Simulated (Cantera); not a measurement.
Predominance diagram of Zr at 827 °C against the partial pressures of O2 and N2 (log10, bar). Source: NASA polynomial tables (part measured, part estimated), evaluated in Cantera. Candidates: Zr(α), ZrN(s), ZrO2(monoclinic). Only these pure phases compete in this equilibrium. ZrN: taken at fixed stoichiometry.

```
log p(N2) \ log p(O2)
        columns: -36, -34.4, -32.7, -31.1, -29.5, -27.8, -26.2, -24.5, -22.9, -21.3, -19.6, -18, -16.4, -14.7, -13.1, -11.5, -9.8, -8.2, -6.5, -4.9, -3.3, -1.6, 0
      0  A A A A B B B B B B B B B B B B B B B B B B B
   -1.6  A A A A B B B B B B B B B B B B B B B B B B B
   -3.2  A A A B B B B B B B B B B B B B B B B B B B B
   -4.8  A A A B B B B B B B B B B B B B B B B B B B B
   -6.5  A A B B B B B B B B B B B B B B B B B B B B B
   -8.1  A A B B B B B B B B B B B B B B B B B B B B B
   -9.7  A B B B B B B B B B B B B B B B B B B B B B B
  -11.3  A B B B B B B B B B B B B B B B B B B B B B B
  -12.9  B B B B B B B B B B B B B B B B B B B B B B B
  -14.5  B B B B B B B B B B B B B B B B B B B B B B B
  -16.2  B B B B B B B B B B B B B B B B B B B B B B B
  -17.8  B B B B B B B B B B B B B B B B B B B B B B B
  -19.4  B B B B B B B B B B B B B B B B B B B B B B B
    -21  B B B B B B B B B B B B B B B B B B B B B B B
```

A: ZrN(s); B: ZrO2(monoclinic).
